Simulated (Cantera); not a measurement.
Input: 1 mol Si₂H₆, 19 mol O₂, equilibrated at 51.0 Pa.

Method: chemical equilibrium by Gibbs-energy minimisation in Cantera with the NASA 1993 tables (ideal gas, pure condensed phases). Candidate condensed phases: H₂O, Si, SiO₂; 18 gas species. The feed counts by its element totals alone. The tables hold silica as quartz up to 1696 K and as liquid above; real silica turns to tridymite and cristobalite and melts near 1996 K. Rates play no part.

Task: Which condensed phases are stable at each of these points (T (K)): 823, 973, 1123, 1273, 1423, 1573, 1723, 1873, 2023?

Result: 
```
T (K)  condensed phases  Si condensed (%)
-----  ----------------  ----------------
823      SiO₂(α-quartz)             100.0
973      SiO₂(β-quartz)             100.0
1123     SiO₂(β-quartz)             100.0
1273     SiO₂(β-quartz)             100.0
1423     SiO₂(β-quartz)             100.0
1573     SiO₂(β-quartz)             100.0
1723    SiO₂(condensed)             100.0
1873    SiO₂(condensed)              99.9
2023            SiO₂(l)              96.0
```

At 823 K the condensed part is SiO₂(α-quartz). From 973 K to 1573 K the condensed part is SiO₂(β-quartz). From 1723 K to 1873 K the condensed part is SiO₂(condensed). At 2023 K the condensed part is SiO₂(l).
